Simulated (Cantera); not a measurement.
Feed: 1 mol SiC, 0.089 mol CO₂, 19 mol H₂, at 2150 K and 10.0 Torr.

Cantera equilibrium calculation (NASA polynomials, part measured and part estimated; ideal gas, pure solids and liquids). Candidate condensed phases: C, C₆H₆, C₇H₈, C₈H₁₈, H₂O, Si, SiC, SiO₂; 123 gas species. Gases not in the tables: Si₂H₆ and higher silanes. The numbers say what is thermodynamically allowed, not how fast it happens.

Base state: H₂ 0.951, H 0.0356, CO 0.00848, Si 0.00362, SiO 0.000598, C₂H₂ (acetylene) 0.000336, SiH 0.000199, Si₂C 0.000178 (mole fractions); condensed: SiC(s).

Question: What changes in the equilibrium state with this change: pressure from 10.0 Torr to 2930 Torr?

Answer: 
```tsv
species	before	after
H₂	0.951	0.988
CO	0.00848	0.00685
SiO	0.000598	0.00241
H	0.0356	0.00212
Si	0.00362	2.76e-5
SiC₂	5.22e-5	7.99e-8
CH₄	1.51e-6	0.000214
Si₂C	0.000178	1.36e-6
SiC(s), mol	0.904	0.950
```
